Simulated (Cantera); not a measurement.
A closed system holds: 1 mol CH₃F, 1.7 mol HCl, held at 352 °C and 0.750 bar.

Cantera equilibrium calculation (NASA polynomials, part measured and part estimated; ideal gas, pure solids and liquids). Kinetics and transport are ignored.

```tsv
species	before	after
HCl	0.516	0.355
HF	0.303	0.251
H₂	0.0581	0.239
CH₄	0.123	3.64e-6
Cl	<1e-9	0.0711
H	<1e-9	0.0700
C₂H₂ (acetylene)	<1e-9	0.0118
C₂H	<1e-9	0.000531
F	<1e-9	0.000393
C₂HCl	<1e-9	0.000361
C₄H₂	<1e-9	0.000244
C₃	<1e-9	0.000179
Cl₂	<1e-9	5.43e-5
C(graphite), mol	0.596	0.891
```
Gas species are given as mole fractions.

**Question.** What was changed between the two runs?
A. temperature from 352 °C to 2650 °C
B. temperature from 352 °C to 952 °C
C. temperature from 352 °C to 1252 °C
D. pressure from 0.750 bar to 2.00 Pa

**Answer.** A, temperature from 352 °C to 2650 °C
